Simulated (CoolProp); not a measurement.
Saturated liquid density (kg/m³) of ethanol: the reference equation beside estimates from Tc = 241.6 °C, pc = 6268 kPa, ω = 0.644. Rackett uses Z = 0.29056 − 0.08775 ω.

Model: reference Helmholtz-energy equation of state, Schroeder 2014, in CoolProp.

| T (°C) | reference | Rackett | Redlich-Kwong |
|---|---|---|---|
| 36.95 | 774.7 | 879.8 | 611.0 |
| 57.55 | 756.2 | 851.0 | 590.6 |
| 78.25 | 736.6 | 820.6 | 568.5 |
| 98.85 | 715.3 | 788.8 | 544.5 |
| 119.45 | 691.5 | 755.0 | 518.2 |
| 140.05 | 664.2 | 718.5 | 489.3 |
| 160.65 | 632.4 | 678.5 | 456.9 |
| 181.25 | 595.2 | 633.3 | 420.0 |
| 201.85 | 550.5 | 579.6 | 376.3 |
| 222.45 | 487.6 | 508.1 | 319.9 |

Absolute difference from the reference over all 10 rows, mean and median: Rackett 8.8 and 8.7 %, Redlich-Kwong 26.4 and 25.7 %.
